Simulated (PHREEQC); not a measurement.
Consider water at 25 °C with 2.6 mol KOH and 4.5 mol CaCl2 per kg of water. Closed to the air; pH follows from the charge balance.

Model: Pitzer model, pitzer.dat, run in PHREEQC.

```yaml
pH: 12.14
ionic_strength: 16.1 mol/kgw
activity_of_water: 0.676
density: 1.334 g/cm³
osmotic_coefficient: 1.161
total_alkalinity: 2600 meq/kg
```

| species | molality | activity | log γ |
|---|---|---|---|
| Cl- | 9.00 | 8.41 | -0.029 |
| Ca+2 | 4.50 | 7.54 | 0.224 |
| OH- | 2.60 | 0.00946 | -2.439 |
| K+ | 2.60 | 2.36 | -0.042 |

Precipitation was switched off in this run. Examples of supersaturated solids here: Portlandite, Sylvite. Others may be too. In brines, pH and single-ion activities rest on the MacInnes convention.
